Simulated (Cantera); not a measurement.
What does this Cantera script print?

```python
import numpy as np
import cantera as ct

gas = ct.Solution("gri30.yaml")
gas.TPX = 898, 12000, {'H2': 0.83, 'O2': 1, 'N2': 1.2}
inlet = ct.Reservoir(gas, clone=True)

reactor = ct.IdealGasConstPressureReactor(gas, energy="off", clone=False)
exhaust = ct.Reservoir(gas, clone=True)
tau = [2.1, 0.9, 0.38, 0.16, 0.067, 0.028, 0.012, 0.0049, 0.0021, 0.00087][0]
for a, b in ((inlet, reactor), (reactor, exhaust)):
    ct.MassFlowController(a, b, mdot=lambda t: reactor.mass / tau)
net = ct.ReactorNet([reactor])
show = ['H2', 'O2', 'NO2', 'H2O', 'N2O', 'O', 'H']

rows = []
print(f"{'tau/s':>10s}{'T/K':>9s}" + "".join(f"{s:>11s}" for s in show))
for tau in [2.1, 0.9, 0.38, 0.16, 0.067, 0.028, 0.012, 0.0049, 0.0021, 0.00087]:
    net.initial_time = 0.0
    net.advance(30 * tau)
    before = gas.X
    net.advance(40 * tau)
    drift = np.max(np.abs(gas.X - before) / (gas.X + 1e-9))
    rows.append([gas.T, *gas[show].X, drift])
    print(f"{tau:10.3e}{gas.T:9.1f}" + "".join(f"{x:11.3e}" for x in gas[show].X))
```

It prints:

```
     tau/s      T/K         H2         O2        NO2        H2O        N2O          O          H
 2.100e+00    898.0  1.999e-02  2.314e-01  8.722e-11  2.941e-01  1.126e-08  6.451e-06  5.204e-06
 9.000e-01    898.0  2.046e-02  2.316e-01  9.460e-11  2.936e-01  1.079e-08  1.447e-05  1.208e-05
 3.800e-01    898.0  2.217e-02  2.322e-01  9.438e-11  2.916e-01  9.865e-09  3.133e-05  2.843e-05
 1.600e-01    898.0  2.574e-02  2.336e-01  8.710e-11  2.874e-01  8.443e-09  6.374e-05  6.681e-05
 6.700e-02    898.0  3.173e-02  2.359e-01  7.502e-11  2.804e-01  6.758e-09  1.223e-04  1.568e-04
 2.800e-02    898.0  4.088e-02  2.394e-01  6.071e-11  2.696e-01  5.092e-09  2.229e-04  3.649e-04
 1.200e-02    898.0  5.365e-02  2.442e-01  4.682e-11  2.544e-01  3.677e-09  3.834e-04  8.174e-04
 4.900e-03    898.0  7.243e-02  2.514e-01  3.367e-11  2.317e-01  2.478e-09  6.563e-04  1.874e-03
 2.100e-03    898.0  9.636e-02  2.605e-01  2.330e-11  2.022e-01  1.621e-09  1.057e-03  3.964e-03
 8.700e-04    898.0  1.289e-01  2.730e-01  1.460e-11  1.613e-01  9.695e-10  1.657e-03  8.049e-03
```

Model: GRI-Mech 3.0 (53 species, 325 reactions), integrated in Cantera. Radical loss at walls, strong at low pressure, is not modelled. Below about 950 K walls govern HO2 and H2O2 in real vessels. The temperature is held fixed by assumption; the heat of reaction is taken as removed at once.
